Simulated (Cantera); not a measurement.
Cantera run, input and output.

```python
import numpy as np
import cantera as ct

gas = ct.Solution("gri30.yaml")


def delay(T, t_max=10):
    gas.TPX = T, 500000, {'CO': 1, 'H2': 0.9, 'O2': 2.32, 'N2': 8.71}
    reactor = ct.IdealGasReactor(gas, clone=False)
    net = ct.ReactorNet([reactor])
    net.rtol, net.atol = 1e-8, 1e-16
    while net.time < t_max:
        t_old, T_old = net.time, reactor.T
        net.step()
        if reactor.T > T + 400:  # ignition: a rise of 400 K
            return t_old + (T + 400 - T_old) / (reactor.T - T_old) * (net.time - t_old)
    return np.nan


taus = []
for T in [925, 1025, 1125, 1225, 1325, 1425, 1525, 1625]:
    taus.append(delay(T))
    print(f"T0 = {T:6g} K   tau = {taus[-1]:.4e} s")
```

Output:

```
T0 =    925 K   tau = 6.2380e-02 s
T0 =   1025 K   tau = 3.2552e-03 s
T0 =   1125 K   tau = 9.5159e-05 s
T0 =   1225 K   tau = 1.7516e-05 s
T0 =   1325 K   tau = 9.0998e-06 s
T0 =   1425 K   tau = 6.1751e-06 s
T0 =   1525 K   tau = 4.8329e-06 s
T0 =   1625 K   tau = 4.1680e-06 s
```

Cantera simulation using GRI-Mech 3.0 (53 species, 325 reactions); the numbers are that mechanism's predictions, not measurements. The hydrogen kinetics of GRI-Mech 3.0 are dated; newer H2 mechanisms differ, most at raised pressure. Below about 950 K walls govern HO2 and H2O2 in real vessels. Where the delays flatten at high temperature, the 400 K rule measures the pace of heat release, not the induction time.
